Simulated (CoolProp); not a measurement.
Properties of m-xylene along the isotherm 346.85 °C (Tc = 343.7 °C, pc = 3535 kPa, ω = 0.326).

Computed with CoolProp (reference Helmholtz-energy equation of state, Zhou 2012).

```json
[
 {"p (kPa)": "803", "phase": "gas", "cp (kJ/(kg K))": "2.284", "cv (kJ/(kg K))": "2.167", "isothermal compressibility (1/MPa)": "1.369", "expansivity (1/kK)": "2.158", "fugacity coefficient": "0.9198"},
 {"p (kPa)": "1610", "phase": "gas", "cp (kJ/(kg K))": "2.386", "cv (kJ/(kg K))": "2.195", "isothermal compressibility (1/MPa)": "0.7822", "expansivity (1/kK)": "3.125", "fugacity coefficient": "0.8414"},
 {"p (kPa)": "2410", "phase": "gas", "cp (kJ/(kg K))": "2.602", "cv (kJ/(kg K))": "2.236", "isothermal compressibility (1/MPa)": "0.6512", "expansivity (1/kK)": "5.226", "fugacity coefficient": "0.7649"},
 {"p (kPa)": "3210", "phase": "gas", "cp (kJ/(kg K))": "3.449", "cv (kJ/(kg K))": "2.314", "isothermal compressibility (1/MPa)": "0.8118", "expansivity (1/kK)": "13.53", "fugacity coefficient": "0.6875"},
 {"p (kPa)": "4020", "phase": "supercritical", "cp (kJ/(kg K))": "4.604", "cv (kJ/(kg K))": "2.343", "isothermal compressibility (1/MPa)": "0.2269", "expansivity (1/kK)": "18.31", "fugacity coefficient": "___"},
 {"p (kPa)": "4820", "phase": "supercritical", "cp (kJ/(kg K))": "___", "cv (kJ/(kg K))": "2.292", "isothermal compressibility (1/MPa)": "0.07807", "expansivity (1/kK)": "8.458", "fugacity coefficient": "0.5153"},
 {"p (kPa)": "5620", "phase": "supercritical", "cp (kJ/(kg K))": "3.293", "cv (kJ/(kg K))": "2.274", "isothermal compressibility (1/MPa)": "___", "expansivity (1/kK)": "6.147", "fugacity coefficient": "0.4581"},
 {"p (kPa)": "6430", "phase": "supercritical", "cp (kJ/(kg K))": "3.155", "cv (kJ/(kg K))": "2.264", "isothermal compressibility (1/MPa)": "0.03589", "expansivity (1/kK)": "5.008", "fugacity coefficient": "0.4146"},
 {"p (kPa)": "7230", "phase": "supercritical", "cp (kJ/(kg K))": "3.068", "cv (kJ/(kg K))": "2.257", "isothermal compressibility (1/MPa)": "0.02858", "expansivity (1/kK)": "4.317", "fugacity coefficient": "0.3813"},
 {"p (kPa)": "8030", "phase": "supercritical", "cp (kJ/(kg K))": "3.006", "cv (kJ/(kg K))": "2.252", "isothermal compressibility (1/MPa)": "0.02382", "expansivity (1/kK)": "3.840", "fugacity coefficient": "0.3547"},
 {"p (kPa)": "8840", "phase": "supercritical", "cp (kJ/(kg K))": "2.958", "cv (kJ/(kg K))": "___", "isothermal compressibility (1/MPa)": "0.02043", "expansivity (1/kK)": "___", "fugacity coefficient": "0.3328"}
]
```

**Question.** Fill in the missing entries.

**Answer.** 
- 4020, fugacity coefficient: 0.5946
- 4820, cp (kJ/(kg K)): 3.561
- 5620, isothermal compressibility (1/MPa): 0.04889
- 8840, cv (kJ/(kg K)): 2.249
- 8840, expansivity (1/kK): 3.482

The peak of cp marks the crossing from liquid-like to gas-like fluid above the critical point.
